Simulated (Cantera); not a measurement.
SF₆ + H₂O + O₂ (abatement and gas-phase synthesis)

Charge: 1 mol SF₆, 6.4 mol H₂O, 0.58 mol O₂, at 2348.15 K.

These are equilibrium values from Cantera (NASA tables, ideal gas, pure condensed phases), not measurements of a reactor. Candidate condensed phases: H₂O, H₂SO₄, S; 43 gas species. The ideal-gas law is rough above about 30 bar. Equilibrium is a limit: real reactors are often held back by kinetics, nucleation or transport.

```
P (Pa)     x HF   x H₂O       x H       x O    x O₂   x SO₂     x OH      x H₂      x SO
--------  -----  ------  --------  --------  ------  ------  -------  --------  --------
10        0.359  0.0342     0.235     0.168  0.0660  0.0295   0.0382    0.0361    0.0250
120       0.457   0.158    0.0729    0.0562  0.0887  0.0624   0.0476    0.0417    0.0132
1400      0.502   0.243    0.0143    0.0165  0.0895  0.0788   0.0320    0.0187   0.00485
17000     0.516   0.276   0.00233   0.00476  0.0902  0.0845   0.0183   0.00606   0.00149
210000    0.520   0.288  0.000360   0.00136  0.0916  0.0862  0.01000   0.00178  0.000429
2500000   0.522   0.292   5.65e-5  0.000397  0.0925  0.0865  0.00544  0.000523  0.000124
30000000  0.522   0.295   8.79e-6  0.000115  0.0928  0.0860  0.00293  0.000152   3.55e-5
```
x: gas mole fraction; nothing condenses.

From 0.000100 bar to 300 bar nothing is condensed.
